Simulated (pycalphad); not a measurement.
All values are pycalphad results on the COST 507 light-alloy database (1999) (1 atm), not direct measurements. No gas phase is included, though pure Mn would boil below 2600 K. These are 1990s assessments: newer ones move some temperatures and phases. The system is extrapolated from its subsystems; higher-order compounds may be missing. Kinetics are ignored, which matters at the lower temperatures.

## Ti-0.96Si-2.56Mn (at.%): equilibrium cooling sequence

| T (K) | phases above | phases below |
|---|---|---|
| 1890.8 | LIQUID | BCC_A2 + LIQUID |
| 1759.6 | BCC_A2 + LIQUID | BCC_A2 |
| 1087.1 | BCC_A2 | BCC_A2 + HCP_A3 |
| 1078.5 | BCC_A2 + HCP_A3 | BCC_A2 + HCP_A3 + SITI3 |
| 827.2 | BCC_A2 + HCP_A3 + SITI3 | ALPHA_TIMN + HCP_A3 + SITI3 |

Changes were sought between steps of 75 K, so a narrower field can be missed.

Database names, with the compositions (at.%) that they take in these runs: SITI3: Ti 75 Si 25; ALPHA_TIMN: Ti 50 Mn 50. BCC_A2 is bcc; HCP_A3 is hcp.
